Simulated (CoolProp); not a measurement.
n-nonane at several states: density (kg/m³) from the reference equation and from simpler models built on Tc = 594.5 K, pc = 2.282 MPa, ω = 0.443; each cubic takes its own stable root.

Model: reference Helmholtz-energy equation of state, Lemmon 2006, in CoolProp. It is a short technical equation, of lower accuracy than the large ones.

| T (K) | p (MPa) | phase | reference |
|---|---|---|---|
| 273 | 0.252 | liquid | 734.0 |
| 390.8 | 9.13 | liquid | 651.6 |
| 320.4 | 5.67 | liquid | 701.7 |
| 497.2 | 5.31 | liquid | 552.5 |
| 443.2 | 2.67 | liquid | 596.8 |

How far does each simpler model (Redlich-Kwong, Soave-Redlich-Kwong) lie from the reference over these 5 states: mean and median of the absolute difference, and the worst?


- Redlich-Kwong: mean 18.7 %, median 18.6 %, worst -19.6 % at 443.2 K and 2.67 MPa
- Soave-Redlich-Kwong: mean 14.9 %, median 14.4 %, worst -16.7 % at 273 K and 0.252 MPa
